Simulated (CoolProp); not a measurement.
Vapour-liquid equilibrium of n-octane (1) + p-xylene (2) at 0.0166 MPa; x and y are mole fractions of (1).

Values from CoolProp's multi-fluid Helmholtz-energy mixture model, Beckmüller 2019 and Zhou 2012; pair parameters Bell 2016.

```csv
x,bubble temperature (K),y at the bubble point,dew temperature at overall composition x (K),liquid density (mol/L)
0.05,353.5,0.093,(withheld),7.487
0.15,351.5,0.243,352.7,7.271
0.25,349.9,0.362,351.4,7.064
0.35,(withheld),(withheld),350.1,(withheld)
0.45,347.7,0.552,(withheld),6.676
0.55,346.8,(withheld),347.7,6.495
0.65,(withheld),0.716,346.7,6.323
0.75,345.5,0.795,345.8,6.159
0.85,344.9,0.876,345.1,6.002
0.95,344.5,0.958,344.5,5.852
```

Task: What belongs in the gaps?

Result: 
- 0.05, dew temperature at overall composition x (K): 354.0
- 0.35, bubble temperature (K): 348.7
- 0.35, y at the bubble point: 0.462
- 0.35, liquid density (mol/L): 6.865
- 0.45, dew temperature at overall composition x (K): 348.8
- 0.55, y at the bubble point: 0.635
- 0.65, bubble temperature (K): 346.1

No azeotrope shows between x = 0.05 and 0.95.

The pair parameters rest on a limited set of measurements; away from them the model extrapolates.
